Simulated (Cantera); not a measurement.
A Cantera script and its output.

```python
import numpy as np
import cantera as ct

gas = ct.Solution("gri30.yaml")
gas.TPX = 398, 101325, {'C2H6': 1, 'O2': 2.69, 'N2': 10.1, 'H2O': 0.4}
flame = ct.FreeFlame(gas, width=0.04)
flame.set_refine_criteria(ratio=3, slope=0.08, curve=0.16)
flame.transport_model = "mixture-averaged"
flame.solve(loglevel=0, auto=True)
flame.transport_model = "multicomponent"
flame.soret_enabled = True
flame.solve(loglevel=0, refine_grid=True)
z, T = flame.grid, flame.T
thick = (T[-1] - T[0]) / np.gradient(T, z).max()
show = ['C2H6', 'O2', 'H2O', 'CO', 'HCO', 'NO']
print(f"laminar burning velocity  {flame.velocity[0] * 100:.3f} cm/s")
print(f"burnt temperature         {T[-1]:.1f} K")
print(f"thermal thickness         {thick * 1e3:.4f} mm")
print(f"grid points               {len(z)}")
z0 = z[flame.heat_release_rate.argmax()]
print(f"{'z/mm':>9s}{'T/K':>9s}{'u/(m/s)':>9s}" + "".join(f"{s:>11s}" for s in show))
rows = []
for k in (-3, -2, -1.5, -1, -0.5, -0.25, 0, 0.25, 0.5, 1, 2, 4, 8):
    zz = z0 + k * thick
    rows.append([k * thick, np.interp(zz, z, T), np.interp(zz, z, flame.velocity),
                 *(np.interp(zz, z, flame.X[gas.species_index(s)]) for s in show)])
    print(f"{rows[-1][0] * 1e3:9.3f}{rows[-1][1]:9.1f}{rows[-1][2]:9.3f}" + "".join(f"{x:11.3e}" for x in rows[-1][3:]))
```

It prints:

```
laminar burning velocity  51.762 cm/s
burnt temperature         2127.2 K
thermal thickness         0.4002 mm
grid points               151
     z/mm      T/K  u/(m/s)       C2H6         O2        H2O         CO        HCO         NO
   -1.201    398.2    0.519  7.039e-02  1.893e-01  2.818e-02  6.031e-06 -1.078e-18  1.787e-10
   -0.800    400.5    0.523  7.024e-02  1.887e-01  2.837e-02  7.738e-05  1.625e-17  2.376e-09
   -0.600    412.0    0.540  7.002e-02  1.874e-01  2.945e-02  4.504e-04  2.145e-15  1.511e-08
   -0.400    503.0    0.666  6.815e-02  1.794e-01  3.764e-02  3.751e-03  1.344e-11  1.955e-07
   -0.200    978.2    1.339  4.629e-02  1.334e-01  7.905e-02  2.569e-02  4.562e-07  4.224e-06
   -0.100   1393.1    1.963  1.888e-02  8.768e-02  1.167e-01  5.051e-02  1.488e-05  1.079e-05
    0.000   1761.3    2.539  1.188e-03  4.084e-02  1.522e-01  7.579e-02  4.775e-05  2.040e-05
    0.100   1932.1    2.796  5.214e-06  1.470e-02  1.698e-01  8.176e-02  1.887e-05  3.519e-05
    0.200   1981.8    2.860  1.510e-08  5.492e-03  1.743e-01  7.681e-02  3.095e-06  4.857e-05
    0.400   2010.6    2.888  2.503e-12  1.766e-03  1.738e-01  6.954e-02  2.151e-07  6.139e-05
    0.800   2037.1    2.919 -7.136e-17  1.015e-03  1.737e-01  6.672e-02  1.375e-07  6.819e-05
    1.601   2066.6    2.956  5.003e-17  6.020e-04  1.756e-01  6.667e-02  1.026e-07  7.127e-05
    3.202   2093.8    2.991  6.037e-18  2.832e-04  1.778e-01  6.700e-02  6.840e-08  7.319e-05
```

Cantera simulation using GRI-Mech 3.0 (53 species, 325 reactions); the numbers are that mechanism's predictions, not measurements. Burning velocities carry a grid error of a few per cent, more on coarse grids.
